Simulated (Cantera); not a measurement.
Standard-state values (1 bar) from the NASA 1993 polynomials, evaluated with Cantera. Values are per mole of reaction as written; species without (g) are pure solids or liquids, kept so even where they would boil at 1 bar.

### Question
Between 300 and 800 K, where is each reaction favourable under standard conditions?
- 2 Na + 2 H2O(g) + F2(g) = 2 NaOH(g) + 2 HF(g)

### Answer
- 2 Na + 2 H2O(g) + F2(g) = 2 NaOH(g) + 2 HF(g): ΔG° is -493 kJ at 300 K and -547 kJ at 800 K; it stays negative (K > 1). ΔH° is -464 kJ and ΔS° 104 J/K at 800 K.
